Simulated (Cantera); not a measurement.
## Equilibrium for silicon nitride deposition: SiF4 + NH3

Input: 1 mol SiF4, 0.65 mol NH3, equilibrated at 1250 K and 0.133 bar.

Method: chemical equilibrium by Gibbs-energy minimisation in Cantera with the NASA 1993 tables (ideal gas, pure condensed phases). Candidate condensed phases: Si, Si3N4; 37 gas species. The tables' values for SiF3 are old estimates; treat these amounts as uncertain. Rates play no part.

```yaml
x(SiF4): 0.431
x(H2): 0.420
x(N2): 0.141
x(HF): 0.00384
x(SiHF3): 0.00266
x(SiF3): 0.00116
x(SiH2F2): 7.96e-6
x(SiF2): 3.00e-6
x(NH3): 2.09e-6
gas_amount: 2.301 mol
log10 activity of Si(s) (absent): -3.88
```
